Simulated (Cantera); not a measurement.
Charge: 1 mol Si3N4, 1.6 mol HF, 14 mol HCl, equilibrated at 775 °C and 1.40 Pa.

Equilibrium computed with Cantera from the NASA thermochemical tables; the gas is ideal and each condensed phase is pure. Candidate condensed phases: NH4Cl, Si, Si3N4; 49 gas species. The tables' values for SiCl3, SiF3 are old estimates; treat these amounts as uncertain. Kinetics and transport are ignored.

Base state: HCl 0.583, H2 0.223, N2 0.0775, SiCl4 0.0774, SiF4 0.0260, SiCl2 0.00685, SiCl3 0.00538, HF 0.000610 (mole fractions); condensed: Si3N4(s).

What changes in the equilibrium state with this change: pressure from 1.40 Pa to 150 Pa?


| species | before | after |
|---|---|---|
| HCl | 0.583 | 0.494 |
| H2 | 0.223 | 0.275 |
| SiCl4 | 0.0774 | 0.110 |
| N2 | 0.0775 | 0.0922 |
| SiF4 | 0.0260 | 0.0266 |
| SiCl2 | 0.00685 | 0.000157 |
| SiF3 | 0.000293 | 4.13e-5 |
| SiCl3 | 0.00538 | 0.000970 |
| SiHCl3 | 0.000303 | 0.000628 |
| Si3N4(s), mol | 0.412 | 0.312 |

What changes in the equilibrium state with this change: HCl from 14 to 76 mol?


```
species          before     after
-------------  --------  --------
HCl               0.583     0.857
H2                0.223    0.0773
SiCl4            0.0774    0.0327
N2               0.0775    0.0261
SiF4             0.0260   0.00501
SiHF3           4.34e-5   2.41e-6
SiCl2           0.00685  0.000465
SiF3           0.000293   2.75e-5
SiHCl3         0.000303   3.02e-5
SiCl3           0.00538  0.000911
Si3N4(s), mol     0.412         0
```
